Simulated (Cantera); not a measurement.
Charge: 1 mol Si2Cl6, 0.0095 mol Cl2, 4.9 mol N2, at 1198.15 K and 13.3 mbar.

Method: chemical equilibrium by Gibbs-energy minimisation in Cantera with the NASA 1993 tables (ideal gas, pure condensed phases). Candidate condensed phases: Si, Si3N4; 13 gas species. The feed counts by its element totals alone. N2 is the only nitrogen source here; it is nearly inert below about 1500 K, so the nitride shown seldom forms there in practice. The tables' values for SiCl3 are old estimates; treat these amounts as uncertain. Equilibrium is a limit: real reactors are often held back by kinetics, nucleation or transport.

Problem. What is the equilibrium state?

Solution. 
| Item | Value |
|---|---|
| x(N2) | 0.751 |
| x(SiCl4) | 0.242 |
| x(SiCl3) | 0.00538 |
| x(SiCl2) | 0.00106 |
| x(Cl) | 2.18e-6 |
| n(Si3N4(s)) | 0.161 mol |
| gas amount | 6.094 mol |
| log10 activity of Si(s) (absent) | -3.71 |
